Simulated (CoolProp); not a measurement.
Saturation properties of isobutane (Tc = 407.8 K, pc = 3629 kPa, ω = 0.184).

Model: reference Helmholtz-energy equation of state, Bücker 2006, in CoolProp.

```
T (K)  p (kPa)  liquid density (kg/m³)  vapour density (kg/m³)  liquid cp (kJ/(kg K))  vapour viscosity (µPa s)  liquid conductivity (mW/(m K))
-----  -------  ----------------------  ----------------------  ---------------------  ------------------------  ------------------------------
251        ___                   605.2                   1.900                  2.172                      6.33                             107
260.1    96.27                   595.3                     ___                  2.216                      6.55                             104
269.2    136.1                   585.1                   3.725                  2.262                      6.77                             100
278.2    187.0                   574.7                   5.020                  2.310                      6.99                            96.6
287.3    252.1                   564.0                   6.659                  2.363                      7.22                            93.2
296.4    333.1                   552.8                   8.686                  2.419                      7.45                            89.8
305.5    432.2                   541.3                   11.17                  2.480                      7.70                            86.6
314.5    550.3                   529.4                   14.15                  2.545                      7.95                            83.6
323.6    692.5                   516.7                   17.79                  2.619                      8.23                             ___
332.7    860.2                   503.4                   22.19                  2.701                      8.54                            77.7
341.8     1056                   489.2                   27.49                  2.797                      8.88                            75.0
350.9     1283                     ___                   33.92                    ___                      9.28                            72.4
359.9     1540                   457.4                   41.70                  3.050                      9.75                            70.0
369       1838                   438.9                   51.44                  3.237                      10.3                             ___
378.1     2176                   417.7                   63.83                  3.512                      11.1                            65.4
```

**Question.** Some entries are withheld; supply them.

**Answer.** 
- 251, p (kPa): 66.14
- 260.1, vapour density (kg/m³): 2.695
- 323.6, liquid conductivity (mW/(m K)): 80.6
- 350.9, liquid density (kg/m³): 473.9
- 350.9, liquid cp (kJ/(kg K)): 2.910
- 369, liquid conductivity (mW/(m K)): 67.6

It boils at 261.4 K under 1 atm.

Viscosity comes from a separate model (Vogel 2000). Thermal conductivity comes from a separate model (Perkins 2002).
